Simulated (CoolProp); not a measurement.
Vapour-liquid equilibrium of R22 (1) + n-hexane (2) at 108 kPa; x and y are mole fractions of (1).

Model: multi-fluid Helmholtz-energy mixture model, Kamei 1995 and Thol 2019; pair parameters Bell 2016, in CoolProp.

```tsv
x	bubble temperature (°C)	y at the bubble point	dew temperature at overall composition x (°C)	liquid density (mol/L)
0.05	30.9	0.763	69.1	7.726
0.15	-3.6	0.958	65.5	8.549
0.25	-17.1	0.983	61.7	9.211
0.35	-24.0	0.990	57.4	9.866
0.45	-28.1	0.993	52.6	10.56
0.55	-30.8	0.995	47.1	11.31
0.65	-32.8	0.996	40.5	12.15
0.75	-34.6	0.997	32.2	13.11
0.85	-36.4	0.998	20.6	14.21
0.95	-38.4	0.999	-0.7	15.51
```

No azeotrope shows between x = 0.05 and 0.95.

The pair parameters rest on a limited set of measurements; away from them the model extrapolates. With so large a gap from Raoult's law the liquid may split in two, which this calculation doesn't test in full.
